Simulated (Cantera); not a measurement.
Input (Python, Cantera):

```python
import numpy as np
import cantera as ct

gas = ct.Solution("gri30.yaml")
gas.TPX = 1150, 100000, {'H2': 1, 'O2': 0.227, 'N2': 1.52}
reactor = ct.IdealGasConstPressureReactor(gas, energy="on", clone=False)
net = ct.ReactorNet([reactor])
net.rtol, net.atol = 1e-08, 1e-16
show = ['H2', 'O2', 'NO', 'HO2', 'H2O2', 'OH', 'H2O']
times = np.geomspace(3e-06, 5, 15)

steps = ct.SolutionArray(gas, extra=["t"])
rows = []
print(f"{'t/s':>10s}{'T/K':>9s}{'P/Pa':>11s}" + "".join(f"{s:>11s}" for s in show))
for t in times:
    while net.time < t:
        t_next = net.step()
        steps.append(gas.state, t=t_next)
    rows.append([np.interp(t, steps.t, y) for y in (steps.T, steps.P, *steps(*show).X.T)])
    print(f"{t:10.3e}{rows[-1][0]:9.1f}{rows[-1][1]:11.4g}" + "".join(f"{x:11.3e}" for x in rows[-1][2:]))
rate = np.gradient(steps.T, steps.t)
print("integrator steps:", len(steps.t))
if steps.T.max() > steps.T[0] + 200:
    print(f"time of steepest temperature rise: {steps.t[rate.argmax()]:.4e} s")
gas.TPX = 1150, 100000, {'H2': 1, 'O2': 0.227, 'N2': 1.52}
gas.equilibrate("HP")
print(f"equilibrium (HP): T = {gas.T:.1f} K  " + "  ".join(f"{s} {gas[s].X[0]:.3e}" for s in show))
```

Result:

```
       t/s      T/K       P/Pa         H2         O2         NO        HO2       H2O2         OH        H2O
 3.000e-06   1150.0      1e+05  3.640e-01  8.264e-02  7.312e-22  2.478e-09  5.088e-12  6.880e-11  6.671e-10
 8.347e-06   1150.0      1e+05  3.640e-01  8.264e-02  1.603e-20  8.190e-09  4.345e-11  3.429e-10  8.296e-09
 2.323e-05   1150.0      1e+05  3.640e-01  8.264e-02  2.605e-18  6.364e-08  6.022e-10  5.328e-09  2.257e-07
 6.462e-05   1150.7      1e+05  3.637e-01  8.247e-02  2.454e-12  2.951e-05  4.003e-07  6.300e-06  2.678e-04
 1.798e-04   2015.8      1e+05  1.906e-01  3.050e-04  1.076e-05  1.982e-07  7.759e-08  4.344e-03  1.695e-01
 5.003e-04   2223.8      1e+05  2.068e-01  4.845e-05  1.652e-05  4.190e-08  1.455e-08  2.213e-03  1.758e-01
 1.392e-03   2294.7      1e+05  2.124e-01  9.283e-06  1.952e-05  8.477e-09  3.644e-09  1.045e-03  1.782e-01
 3.873e-03   2313.7      1e+05  2.139e-01  3.873e-06  2.192e-05  3.284e-09  1.665e-09  6.912e-04  1.789e-01
 1.078e-02   2314.8      1e+05  2.140e-01  3.608e-06  2.686e-05  3.036e-09  1.560e-09  6.683e-04  1.789e-01
 2.998e-02   2314.7      1e+05  2.140e-01  3.604e-06  3.818e-05  3.032e-09  1.559e-09  6.678e-04  1.789e-01
 8.343e-02   2314.6      1e+05  2.140e-01  3.598e-06  5.369e-05  3.028e-09  1.557e-09  6.673e-04  1.789e-01
 2.321e-01   2314.6      1e+05  2.140e-01  3.596e-06  5.861e-05  3.026e-09  1.557e-09  6.671e-04  1.789e-01
 6.459e-01   2314.6      1e+05  2.140e-01  3.596e-06  5.868e-05  3.026e-09  1.557e-09  6.671e-04  1.789e-01
 1.797e+00   2314.6      1e+05  2.140e-01  3.596e-06  5.868e-05  3.026e-09  1.557e-09  6.671e-04  1.789e-01
 5.000e+00   2314.6      1e+05  2.140e-01  3.596e-06  5.868e-05  3.026e-09  1.557e-09  6.671e-04  1.789e-01
integrator steps: 1452
time of steepest temperature rise: 9.6665e-05 s
equilibrium (HP): T = 2314.6 K  H2 2.140e-01  O2 3.596e-06  NO 5.868e-05  HO2 3.026e-09  H2O2 1.557e-09  OH 6.671e-04  H2O 1.789e-01
```

Cantera simulation using GRI-Mech 3.0 (53 species, 325 reactions); the numbers are that mechanism's predictions, not measurements.
